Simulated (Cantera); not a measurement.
An isothermal, constant-pressure homogeneous reactor starts with 43.4 % NO, 56.4 % N2, 0.169 % H2O, at 1698 K and 0.0120 bar.

Cantera simulation using GRI-Mech 3.0 (53 species, 325 reactions); the numbers are that mechanism's predictions, not measurements. Radical loss at walls, strong at low pressure, is not modelled.

x: mole fraction; the columns are a selection and need not sum to one.

```tsv
t (s)	x NO	x NO2	x O	x N2	x O2	x N2O
8.00e-5	0.434	6.06e-12	1.59e-8	0.564	<1e-12	1.59e-8
0.000463	0.434	2.03e-10	9.10e-8	0.564	3.00e-11	9.18e-8
0.00267	0.434	6.94e-9	5.03e-7	0.564	9.90e-10	5.29e-7
0.0155	0.434	2.51e-7	2.28e-6	0.564	3.99e-8	3.00e-6
0.0894	0.434	[?]	[?]	0.564	[?]	[?]
0.517	0.434	[?]	[?]	0.564	[?]	[?]
2.99	0.433	6.55e-6	2.12e-5	0.565	0.000695	4.66e-5
17.3	0.426	1.76e-5	3.75e-5	0.568	0.00419	5.19e-5
100	0.385	4.20e-5	7.27e-5	0.589	0.0246	4.28e-5
```

Question: Fill in the missing entries.

Answer: 
- 0.0894, x NO2: 4.90e-6
- 0.0894, x O: 6.05e-6
- 0.0894, x O2: 3.71e-6
- 0.0894, x N2O: 1.55e-5
- 0.517, x NO2: 3.30e-6
- 0.517, x O: 1.20e-5
- 0.517, x O2: 0.000101
- 0.517, x N2O: 4.11e-5
